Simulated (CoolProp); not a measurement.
Vapour-liquid equilibrium of n-perfluorobutane (1) + R365MFC (2) at 0.243 MPa; x and y are mole fractions of (1).

Model: multi-fluid Helmholtz-energy mixture model, Gao 2022 and Lemmon 2016; pair parameters Bell 2016, in CoolProp.

```json
[
 {"x": "0.05", "bubble temperature, mixture model (°C)": "53.1", "bubble temperature, Raoult's law (°C)": "62.9", "y, mixture model": "0.361", "y, Raoult's law": "0.159"},
 {"x": "0.125", "bubble temperature, mixture model (°C)": "41.0", "bubble temperature, Raoult's law (°C)": "57.4", "y, mixture model": "0.593", "y, Raoult's law": "0.347"},
 {"x": "0.2", "bubble temperature, mixture model (°C)": "34.9", "bubble temperature, Raoult's law (°C)": "52.6", "y, mixture model": "0.687", "y, Raoult's law": "0.490"},
 {"x": "0.275", "bubble temperature, mixture model (°C)": "31.5", "bubble temperature, Raoult's law (°C)": "48.2", "y, mixture model": "0.734", "y, Raoult's law": "0.600"},
 {"x": "0.35", "bubble temperature, mixture model (°C)": "29.5", "bubble temperature, Raoult's law (°C)": "44.4", "y, mixture model": "0.762", "y, Raoult's law": "0.686"},
 {"x": "0.425", "bubble temperature, mixture model (°C)": "28.2", "bubble temperature, Raoult's law (°C)": "40.8", "y, mixture model": "0.781", "y, Raoult's law": "0.755"},
 {"x": "0.5", "bubble temperature, mixture model (°C)": "27.2", "bubble temperature, Raoult's law (°C)": "37.7", "y, mixture model": "0.798", "y, Raoult's law": "0.810"},
 {"x": "0.575", "bubble temperature, mixture model (°C)": "26.3", "bubble temperature, Raoult's law (°C)": "34.8", "y, mixture model": "0.814", "y, Raoult's law": "0.855"},
 {"x": "0.65", "bubble temperature, mixture model (°C)": "25.4", "bubble temperature, Raoult's law (°C)": "32.1", "y, mixture model": "0.832", "y, Raoult's law": "0.892"},
 {"x": "0.725", "bubble temperature, mixture model (°C)": "24.6", "bubble temperature, Raoult's law (°C)": "29.6", "y, mixture model": "0.854", "y, Raoult's law": "0.923"},
 {"x": "0.8", "bubble temperature, mixture model (°C)": "23.7", "bubble temperature, Raoult's law (°C)": "27.4", "y, mixture model": "0.881", "y, Raoult's law": "0.949"},
 {"x": "0.875", "bubble temperature, mixture model (°C)": "23.0", "bubble temperature, Raoult's law (°C)": "25.3", "y, mixture model": "0.916", "y, Raoult's law": "0.970"},
 {"x": "0.95", "bubble temperature, mixture model (°C)": "22.4", "bubble temperature, Raoult's law (°C)": "23.3", "y, mixture model": "0.961", "y, Raoult's law": "0.989"}
]
```

The largest gap from Raoult's law is -17.7 K in bubble temperature, at x = 0.2. No azeotrope shows between x = 0.05 and 0.95.

The pair parameters rest on a limited set of measurements; away from them the model extrapolates. With so large a gap from Raoult's law the liquid may split in two, which this calculation doesn't test in full.
